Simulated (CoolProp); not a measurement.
Properties of ammonia along the isobar 27.4 MPa (Tc = 405.6 K, pc = 11.36 MPa, ω = 0.256).

The numbers come from the reference Helmholtz-energy equation of state, Gao 2020 in CoolProp.

```json
[
 {"T (K)": "236.8", "phase": "liquid", "density (kg/m³)": "697.9", "cp (kJ/(kg K))": "4.368", "cv (kJ/(kg K))": "2.941", "isothermal compressibility (1/MPa)": "0.0006139", "conductivity (mW/(m K))": "710", "Prandtl number": "1.84"},
 {"T (K)": "245.7", "phase": "liquid", "density (kg/m³)": "687.8", "cp (kJ/(kg K))": "4.388", "cv (kJ/(kg K))": "2.918", "isothermal compressibility (1/MPa)": "0.0006655", "conductivity (mW/(m K))": "682", "Prandtl number": "1.71"},
 {"T (K)": "254.5", "phase": "liquid", "density (kg/m³)": "[?]", "cp (kJ/(kg K))": "4.407", "cv (kJ/(kg K))": "2.894", "isothermal compressibility (1/MPa)": "0.0007232", "conductivity (mW/(m K))": "655", "Prandtl number": "1.60"},
 {"T (K)": "263.4", "phase": "liquid", "density (kg/m³)": "667.3", "cp (kJ/(kg K))": "4.428", "cv (kJ/(kg K))": "2.870", "isothermal compressibility (1/MPa)": "0.0007894", "conductivity (mW/(m K))": "628", "Prandtl number": "1.52"},
 {"T (K)": "272.2", "phase": "liquid", "density (kg/m³)": "656.9", "cp (kJ/(kg K))": "4.450", "cv (kJ/(kg K))": "2.847", "isothermal compressibility (1/MPa)": "0.0008636", "conductivity (mW/(m K))": "603", "Prandtl number": "1.45"},
 {"T (K)": "281", "phase": "liquid", "density (kg/m³)": "646.2", "cp (kJ/(kg K))": "4.475", "cv (kJ/(kg K))": "2.826", "isothermal compressibility (1/MPa)": "0.0009481", "conductivity (mW/(m K))": "577", "Prandtl number": "1.39"},
 {"T (K)": "289.9", "phase": "liquid", "density (kg/m³)": "635.2", "cp (kJ/(kg K))": "4.504", "cv (kJ/(kg K))": "2.807", "isothermal compressibility (1/MPa)": "0.001046", "conductivity (mW/(m K))": "[?]", "Prandtl number": "1.34"},
 {"T (K)": "298.7", "phase": "liquid", "density (kg/m³)": "624.0", "cp (kJ/(kg K))": "[?]", "cv (kJ/(kg K))": "2.791", "isothermal compressibility (1/MPa)": "[?]", "conductivity (mW/(m K))": "529", "Prandtl number": "1.29"}
]
```

Problem. Complete the blanks.

Solution. 
- 254.5, density (kg/m³): 677.7
- 289.9, conductivity (mW/(m K)): 553
- 298.7, cp (kJ/(kg K)): 4.536
- 298.7, isothermal compressibility (1/MPa): 0.001157

Viscosity comes from a separate model (Fenghour 1995). Thermal conductivity comes from a separate model (Tufeu 1984).
